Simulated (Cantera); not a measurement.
Feed: 1 mol MgO, 1.4 mol NF3, 7 mol H2, at 1625 °C and 1.88 Torr.

Method: chemical equilibrium by Gibbs-energy minimisation in Cantera with the NASA 1993 tables (ideal gas, pure condensed phases). Rates play no part.

| species | before | after |
|---|---|---|
| H2 | 0.469 | 0.485 |
| HF | 0.355 | 0.366 |
| N2 | 0.0699 | 0.0707 |
| H2O | 0.0475 | 0.0359 |
| Mg | 0.0129 | 0.00525 |
| H | 0.0107 | 0.00614 |
| MgF2 | 0.0296 | 0.0279 |
| MgOH | 3.49e-5 | 1.23e-5 |
| OH | 8.87e-5 | 3.17e-5 |
| MgF | 0.00508 | 0.00277 |
| MgO(s), mol | 0.524 | 0.644 |
Gas species are given as mole fractions.

Task: Which change was made?
A) temperature from 1625 °C to 1552 °C
B) temperature from 1625 °C to 1475 °C
C) temperature from 1625 °C to 750 °C
D) pressure from 1.88 Torr to 25.5 Torr

Result: A, temperature from 1625 °C to 1552 °C
